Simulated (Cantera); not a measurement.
A perfectly stirred reactor is fed with H₂ : O₂ : N₂ = 0.41 : 1 : 0.54 (molar parts), at 750 Torr; it is held at 875 K, and followed from long to short residence time.

Detailed kinetics in Cantera: the H2/O2 subset of GRI-Mech 3.0, which has no nitrogen chemistry. Below about 950 K walls govern HO2 and H2O2 in real vessels. The temperature is held fixed by assumption; the heat of reaction is taken as removed at once.

What does this change do: pressure from 750 Torr to 82.5 Torr?


```
quantity                  before     after
----------------------  --------  --------
x(H₂) at τ = 0.700 s       0.191    0.0266
x(O₂) at τ = 0.700 s       0.507     0.463
x(H₂O) at τ = 0.700 s     0.0206     0.205
x(OH) at τ = 0.700 s     1.27e-8   8.08e-6
x(H₂O₂) at τ = 0.700 s   0.00155  0.000135
x(H₂) at τ = 55.0 ms       0.210    0.0357
x(O₂) at τ = 55.0 ms       0.513     0.465
x(H₂O) at τ = 55.0 ms    5.23e-6     0.195
x(OH) at τ = 55.0 ms    3.95e-11   7.38e-5
x(H₂O₂) at τ = 55.0 ms   3.55e-6   1.82e-5
```
Radical loss at walls, strong at low pressure, is not modelled.

What does this change do: N2 0.54 to 3.8 parts?


```
quantity                  before     after
----------------------  --------  --------
x(H₂) at τ = 0.700 s       0.191    0.0726
x(O₂) at τ = 0.700 s       0.507     0.189
x(H₂O) at τ = 0.700 s     0.0206   0.00588
x(OH) at τ = 0.700 s     1.27e-8   9.60e-9
x(H₂O₂) at τ = 0.700 s   0.00155  0.000460
x(H₂) at τ = 55.0 ms       0.210    0.0787
x(O₂) at τ = 55.0 ms       0.513     0.192
x(H₂O) at τ = 55.0 ms    5.23e-6   9.15e-8
x(OH) at τ = 55.0 ms    3.95e-11  1.85e-12
x(H₂O₂) at τ = 55.0 ms   3.55e-6   5.31e-8
```

What does this change do: pressure from 750 Torr to 100.0 Torr?


```csv
quantity,before,after
x(H₂) at τ = 0.700 s,0.191,0.0472
x(O₂) at τ = 0.700 s,0.507,0.468
x(H₂O) at τ = 0.700 s,0.0206,0.182
x(OH) at τ = 0.700 s,1.27e-8,3.33e-6
x(H₂O₂) at τ = 0.700 s,0.00155,0.000372
x(H₂) at τ = 55.0 ms,0.210,0.0489
x(O₂) at τ = 55.0 ms,0.513,0.469
x(H₂O) at τ = 55.0 ms,5.23e-6,0.180
x(OH) at τ = 55.0 ms,3.95e-11,4.13e-5
x(H₂O₂) at τ = 55.0 ms,3.55e-6,4.28e-5
```
Radical loss at walls, strong at low pressure, is not modelled.
